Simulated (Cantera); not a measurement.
**B2O3 + BCl3 + N2 (oxide etching and cleaning by halides)**

Input: 1 mol B2O3, 2 mol BCl3, 44 mol N2, equilibrated at 600 Pa.

Cantera equilibrium calculation (NASA polynomials, part measured and part estimated; ideal gas, pure solids and liquids). Candidate condensed phases: B, BN, B2O3; 25 gas species. N2 is the only nitrogen source here; it is nearly inert below about 1500 K, so the nitride shown seldom forms there in practice. Mutual solubility and eutectic melting of coexisting phases are not modelled. The tables' values for BOCl are old estimates; treat these amounts as uncertain. Equilibrium is a limit: real reactors are often held back by kinetics, nucleation or transport.

```tsv
T (K)	x N2	x BCl3	x B3O3Cl3	x BOCl	x Cl	n B2O3(l)	n BN(s)
775	0.957	0.0391	0.00442	1.15e-9	1.89e-9	0.797	0
850	0.957	0.0379	0.00555	2.72e-8	2.03e-8	0.744	0
925	0.957	0.0369	0.00659	3.81e-7	1.49e-7	0.697	0
1000	0.957	0.0360	0.00752	3.55e-6	8.13e-7	0.654	0
1075	0.957	0.0351	0.00833	2.41e-5	3.51e-6	0.616	0
1150	0.956	0.0344	0.00903	0.000126	1.25e-5	0.583	0
1225	0.956	0.0337	0.00959	0.000536	3.84e-5	0.550	0.000579
1300	0.955	0.0328	0.00999	0.00191	0.000103	0.509	0.00151
```
x: gas mole fraction; n: condensed amount in mol.

From 775 K to 1150 K the condensed part is B2O3(l). From 1225 K to 1300 K the condensed part is BN(s) + B2O3(l). The main B-bearing gas is BCl3 throughout. The share of B in condensed phases is highest at 775 K (39.8 %) and lowest at 1300 K (25.5 %).
